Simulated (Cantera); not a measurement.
Feed: 1 mol trisilylamine, 0.39 mol N2, 26 mol H2, 39 mol NH3, equilibrated at 1798.15 K.

Equilibrium computed with Cantera from the NASA thermochemical tables; the gas is ideal and each condensed phase is pure. Candidate condensed phases: Si, Si3N4; 18 gas species. The feed counts by its element totals alone. Gases not in the tables: Si2H6 and higher silanes. Rates play no part.

### Question
Which condensed phases are stable at each of these points (P (Pa)): 5, 36, 260, 1900, 14000, 100000?

### Answer
| P (Pa) | condensed phases | Si condensed (%) |
|---|---|---|
| 5 | gas only | 0.0 |
| 36 | Si(l) | 66.4 |
| 260 | Si(l) | 95.1 |
| 1900 | Si(l) | 99.2 |
| 14000 | Si3N4(s) | 99.9 |
| 100000 | Si3N4(s) | 100.0 |

At 5.00 Pa nothing is condensed. From 36.0 Pa to 19.0 mbar the condensed part is Si(l). From 0.140 bar to 1.00 bar the condensed part is Si3N4(s).
